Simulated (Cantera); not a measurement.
Gas activation for diamond growth

A perfectly stirred reactor is fed with 4.07 % CH4, 84.9 % H2, 11.0 % H, at 10.00 Torr; it is held at 1523 K, and followed from long to short residence time.

Detailed kinetics in Cantera: GRI-Mech 3.0 (53 species, 325 reactions). GRI-Mech 3.0 stops at C3 and has no aromatics, soot or wall deposition, so with more carbon than oxygen in the feed, carbon stays in small species such as C2H2 where larger ones or solid carbon would form. Radical loss at walls, strong at low pressure, is not modelled.

```csv
τ (s),x CH4,x H2,x H,x CH3,x C2H6,x C2H,x C2H2
1.7,0.0115,0.971,0.00223,0.000529,3.22e-6,7.36e-8,0.0148
0.49,0.0130,0.968,0.00369,0.000995,6.67e-6,1.14e-7,0.0138
0.14,0.0141,0.965,0.00623,0.00181,1.27e-5,1.79e-7,0.0128
0.042,0.0143,0.960,0.0105,0.00308,2.12e-5,2.84e-7,0.0120
0.012,0.0139,0.951,0.0182,0.00510,3.30e-5,4.56e-7,0.0110
0.0035,0.0137,0.938,0.0302,0.00802,4.82e-5,6.64e-7,0.00952
0.0010,0.0143,0.919,0.0469,0.0120,6.75e-5,7.84e-7,0.00706
```
x: mole fraction; the columns are a selection and need not sum to one.
